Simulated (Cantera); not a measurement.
A perfectly stirred reactor is fed with CH4 : C2H6 : C3H8 : O2 : N2 = 1 : 0.057 : 0.054 : 1.9 : 7.14 (molar parts), equivalence ratio 1.3, at 9.87 atm; it is adiabatic with a 423 K inlet, and is followed from long to short residence time, starting on the burning branch (τ in s: 0.055, 0.026, 0.012, 0.0059, 0.0028, 0.0013, 0.00063, 0.0003, 0.00014, 6.7e-05, 3.2e-05, 1.5e-05, 7.2e-06).

Model: GRI-Mech 3.0 (53 species, 325 reactions), integrated in Cantera.

What does this change do: inlet temperature 423 to 648 K?


| quantity | before | after |
|---|---|---|
| blow-out, bracketed by the residence times tried | burning at 0.140 ms, out at 67.0 µs | burning at 32.0 µs, out at 15.0 µs |
| x(CH4) at τ = 55.0 ms | 0.000108 | 1.79e-5 |
| x(C2H6) at τ = 55.0 ms | 2.87e-8 | 8.55e-9 |
| x(C3H8) at τ = 55.0 ms | 1.72e-8 | 7.90e-9 |
| x(CH3) at τ = 55.0 ms | 1.67e-5 | 5.72e-6 |
| x(H2O) at τ = 55.0 ms | 0.179 | 0.180 |
| x(CH4) at τ = 0.630 ms | 0.00187 | 0.000367 |
| x(C2H6) at τ = 0.630 ms | 5.61e-6 | 7.45e-7 |
| x(C3H8) at τ = 0.630 ms | 1.31e-6 | 5.07e-7 |
| x(CH3) at τ = 0.630 ms | 0.000444 | 0.000181 |
| x(H2O) at τ = 0.630 ms | 0.180 | 0.179 |
